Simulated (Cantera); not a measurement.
A closed system holds: 1 mol B, 0.6 mol H2O, 1.9 mol O2, held at 0.0975 Torr.

Cantera equilibrium calculation (NASA polynomials, part measured and part estimated; ideal gas, pure solids and liquids). Candidate condensed phases: B, B2O3, B3O3H3, H2O; 23 gas species. Kinetics and transport are ignored.

Task: Which condensed phases are stable at each of these points (T (K)): 773, 873, 973, 1073, 1173, 1273, 1373, 1473, 1573, 1673, 1773, 1873, 1973, 2073?

Result: 
```json
[
 {"T (K)": "773", "condensed phases": "B2O3(l)", "B condensed (%)": "99.9"},
 {"T (K)": "873", "condensed phases": "B2O3(l)", "B condensed (%)": "99.9"},
 {"T (K)": "973", "condensed phases": "B2O3(l)", "B condensed (%)": "99.8"},
 {"T (K)": "1073", "condensed phases": "B2O3(l)", "B condensed (%)": "99.0"},
 {"T (K)": "1173", "condensed phases": "B2O3(l)", "B condensed (%)": "95.0"},
 {"T (K)": "1273", "condensed phases": "B2O3(l)", "B condensed (%)": "81.0"},
 {"T (K)": "1373", "condensed phases": "B2O3(l)", "B condensed (%)": "44.5"},
 {"T (K)": "1473", "condensed phases": "gas only", "B condensed (%)": "0.0"},
 {"T (K)": "1573", "condensed phases": "gas only", "B condensed (%)": "0.0"},
 {"T (K)": "1673", "condensed phases": "gas only", "B condensed (%)": "0.0"},
 {"T (K)": "1773", "condensed phases": "gas only", "B condensed (%)": "0.0"},
 {"T (K)": "1873", "condensed phases": "gas only", "B condensed (%)": "0.0"},
 {"T (K)": "1973", "condensed phases": "gas only", "B condensed (%)": "0.0"},
 {"T (K)": "2073", "condensed phases": "gas only", "B condensed (%)": "0.0"}
]
```

From 773 K to 1373 K the condensed part is B2O3(l). From 1473 K to 2073 K nothing is condensed.
